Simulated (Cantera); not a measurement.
Charge: 1 mol SiO₂, a varied amount of CH₄, 0.044 mol CO, held at 1923 K and 0.530 bar.

Cantera equilibrium calculation (NASA polynomials, part measured and part estimated; ideal gas, pure solids and liquids). Candidate condensed phases: C, C₆H₆, C₇H₈, C₈H₁₈, H₂O, Si, SiC, SiO₂; 123 gas species. Mutual solubility and eutectic melting of coexisting phases are not modelled. The tables hold silica as quartz up to 1696 K and as liquid above; real silica turns to tridymite and cristobalite and melts near 1996 K. Gases not in the tables: Si₂H₆ and higher silanes. The numbers say what is thermodynamically allowed, not how fast it happens.

**Question.** Which condensed phases are stable at each of these points (n(CH₄) (mol)): 0.5, 0.6, 0.72, 0.86, 1, 1.2, 1.5, 1.7, 2.1, 2.5?

**Answer.** 
```tsv
n(CH₄) (mol)	condensed phases	Si condensed (%)
0.5	SiC(s) + SiO₂(condensed)	67.1
0.6	SiC(s) + SiO₂(condensed)	60.5
0.72	SiC(s) + SiO₂(condensed)	52.6
0.86	SiC(s) + SiO₂(condensed)	43.4
1	SiC(s) + SiO₂(condensed)	34.2
1.2	SiC(s) + SiO₂(condensed)	21.1
1.5	SiC(s)	25.0
1.7	SiC(s)	35.0
2.1	SiC(s)	55.0
2.5	SiC(s)	75.0
```

From 0.5 mol CH₄ to 1.2 mol CH₄ the condensed part is SiC(s) + SiO₂(condensed). From 1.5 mol CH₄ to 2.5 mol CH₄ the condensed part is SiC(s).
